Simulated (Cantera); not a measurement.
What does this Cantera script print?

```python
import numpy as np
import cantera as ct

gas_names = """
    H HO2 H2 H2O H2O2 H2S H2SO4 O OH O2 O3 S SH SO SO2 SO3 S2 S2O S8
""".split()
cond_names = """
    H2O(s) H2O(L) H2SO4(L) S(cr1) S(cr2) S(L)
""".split()


# ... load() reads the species with a 1 bar reference pressure and builds the phases ...
atoms = {
    'H2O': {'H': 2, 'O': 1},
    'SO2': {'S': 1, 'O': 2},
    'H2': {'H': 2},
}
top_T = {}  # K; cautious upper limits of use, not melting points


# ... equilibrate(T, P, feed) seeds the gas with the atoms and calls Mixture.equilibrate('TP', solver="vcs", rtol=1e-11, max_steps=5000) ...
results = []
T = 725  # K
P = 133.322  # Pa
for m in [0.012, 0.03, 0.047, 0.064, 0.081, 0.098, 0.12, 0.13, 0.15, 0.17]:
    feed = {'H2O': 1, 'SO2': m, 'H2': 0.079}  # mol
    mix = equilibrate(T, P, feed)
    results.append((T, P, feed, dict(zip(mix.species_names, mix.species_moles))))
    x = sorted(zip(gas.X, gas.species_names), reverse=True)
    print(f"T = {T:g} K  P = {P:g} Pa  n(SO2) = {m:g} mol  gas = {mix.phase_moles(0):.4g} mol")
    print("   x: " + "  ".join(f"{s} {v:.3e}" for v, s in x if v > 0.0001))
    print("   condensed (mol): " + ("  ".join(f"{mix.phase(i).name} {mix.phase_moles(i):.4g}"
          for i in range(1, mix.n_phases) if mix.phase_moles(i) > 1e-12) or "none"))
```

It prints:

```
T = 725 K  P = 133.322 Pa  n(SO2) = 0.012 mol  gas = 1.079 mol
   x: H2O 9.490e-01  H2 3.985e-02  H2S 1.112e-02
   condensed (mol): none
T = 725 K  P = 133.322 Pa  n(SO2) = 0.03 mol  gas = 1.084 mol
   x: H2O 9.711e-01  H2S 2.210e-02  SO2 3.447e-03  H2 2.330e-03  S2 1.062e-03
   condensed (mol): none
T = 725 K  P = 133.322 Pa  n(SO2) = 0.047 mol  gas = 1.101 mol
   x: H2O 9.588e-01  H2S 1.980e-02  SO2 1.735e-02  S2 2.742e-03  H2 1.300e-03
   condensed (mol): none
T = 725 K  P = 133.322 Pa  n(SO2) = 0.064 mol  gas = 1.118 mol
   x: H2O 9.455e-01  SO2 3.151e-02  H2S 1.821e-02  S2 3.717e-03  H2 1.026e-03
   condensed (mol): none
T = 725 K  P = 133.322 Pa  n(SO2) = 0.081 mol  gas = 1.136 mol
   x: H2O 9.322e-01  SO2 4.545e-02  H2S 1.698e-02  S2 4.403e-03  H2 8.790e-04
   condensed (mol): none
T = 725 K  P = 133.322 Pa  n(SO2) = 0.098 mol  gas = 1.153 mol
   x: H2O 9.192e-01  SO2 5.908e-02  H2S 1.596e-02  S2 4.922e-03  H2 7.815e-04
   condensed (mol): none
T = 725 K  P = 133.322 Pa  n(SO2) = 0.12 mol  gas = 1.175 mol
   x: H2O 9.027e-01  SO2 7.625e-02  H2S 1.486e-02  S2 5.434e-03  H2 6.926e-04
   condensed (mol): none
T = 725 K  P = 133.322 Pa  n(SO2) = 0.13 mol  gas = 1.185 mol
   x: H2O 8.954e-01  SO2 8.386e-02  H2S 1.442e-02  S2 5.624e-03  H2 6.607e-04
   condensed (mol): none
T = 725 K  P = 133.322 Pa  n(SO2) = 0.15 mol  gas = 1.205 mol
   x: H2O 8.810e-01  SO2 9.875e-02  H2S 1.363e-02  S2 5.944e-03  H2 6.074e-04
   condensed (mol): none
T = 725 K  P = 133.322 Pa  n(SO2) = 0.17 mol  gas = 1.225 mol
   x: H2O 8.670e-01  SO2 1.132e-01  H2S 1.293e-02  S2 6.201e-03  H2 5.643e-04
   condensed (mol): none
```

These are equilibrium values from Cantera (NASA tables, ideal gas, pure condensed phases), not measurements of a reactor. Gases not in the tables: S3 to S7.
